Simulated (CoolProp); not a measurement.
The fluid at 316.08 K and 0.0362 MPa flows at 7.8 m/s in a round tube of 100 mm bore and 45 µm roughness, fully developed (64/Re and Nu = 3.66 if laminar; Colebrook and Gnielinski if turbulent). The same conditions are run with several fluids, on thermodynamics alone (safety and materials aside).

Model: reference Helmholtz-energy equation of state of each fluid (R11: Jacobsen 1992; R124: de Vries 1995; ammonia: Gao 2020; R123: Younglove 1994; n-butane: Bücker 2006), in CoolProp.

Task: Rank R11, R124, ammonia, R123, n-butane by Reynolds number, highest first.

Result: R123 (146000), R11 (137000), R124 (108000), n-butane (80100), ammonia (17000)

```
fluid     Darcy friction factor  pressure drop (Pa/m)  heat-transfer coefficient (W/(m² K))  mass flow (kg/h)
--------  ---------------------  --------------------  ------------------------------------  ----------------
R11                      0.0193                  11.2                                  24.4               421
R124                     0.0199                  11.5                                  31.6               418
ammonia                  0.0278                  1.99                                  13.8              51.9
R123                     0.0192                  12.5                                  30.6               470
n-butane                 0.0208                  5.10                                  32.2               178
```

Transport values come from each fluid's own correlations; those of R11, R124 are estimates that may be off by 10 % or more.
